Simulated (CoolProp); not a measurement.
Vapour-liquid equilibrium of cyclohexane (1) + m-xylene (2) at 0.0236 MPa; x and y are mole fractions of (1).

Model: multi-fluid Helmholtz-energy mixture model, Zhou 2014 and Zhou 2012; pair parameters Bell 2016, in CoolProp.

```tsv
x	bubble temperature, mixture model (K)	bubble temperature, Raoult's law (K)	y, mixture model	y, Raoult's law
0.05	356.8	358.7	0.298	0.248
0.125	347.2	350.8	0.551	0.489
0.2	340.2	344.4	0.690	0.639
0.275	334.8	339.0	0.774	0.738
0.35	330.6	334.5	0.829	0.807
0.425	327.2	330.6	0.868	0.856
0.5	324.4	327.3	0.896	0.893
0.575	322.1	324.3	0.918	0.921
0.65	320.0	321.6	0.937	0.943
0.725	318.1	319.2	0.952	0.960
0.8	316.4	317.0	0.966	0.974
0.875	314.7	315.0	0.979	0.985
0.95	313.1	313.2	0.992	0.995
```

The largest gap from Raoult's law is -4.2 K in bubble temperature, at x = 0.275. No azeotrope shows between x = 0.05 and 0.95.

Pair parameters are fitted to limited data, so mixtures are less certain than the pure fluids.
